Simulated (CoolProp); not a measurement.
A simple Rankine cycle with R1336mzz(Z): condensing at 305.15 K, boiler at 0.405 MPa, turbine inlet 365.9 K, turbine efficiency 0.75, pump efficiency 0.8, no recuperator. Each further row changes one setting.

The numbers come from the reference Helmholtz-energy equation of state, McLinden 2020 in CoolProp.

| case | thermal efficiency (%) | net work (kJ/kg) | heat in (kJ/kg) | turbine exit temperature (K) | volume ratio over the turbine |
|---|---|---|---|---|---|
| as stated | 8.2 | 17.6 | 216 | ? | 4.28 |
| turbine inlet 385.9 K | 8.0 | 18.9 | 236 | 361.3 | 4.23 |
| condensing temperature 297.15 K | 9.5 | ? | 225 | ? | 5.78 |
| boiler pressure 0.283 MPa | 6.3 | ? | 218 | 347.9 | 2.94 |
| turbine efficiency 0.65 | 7.0 | 15.2 | 216 | 343.4 | ? |

Question: What belongs in the gaps?

Answer: 
- as stated, turbine exit temperature (K): 340.9
- condensing temperature 297.15 K, net work (kJ/kg): 21.3
- condensing temperature 297.15 K, turbine exit temperature (K): 336.3
- boiler pressure 0.283 MPa, net work (kJ/kg): 13.6
- turbine efficiency 0.65, volume ratio over the turbine: 4.32
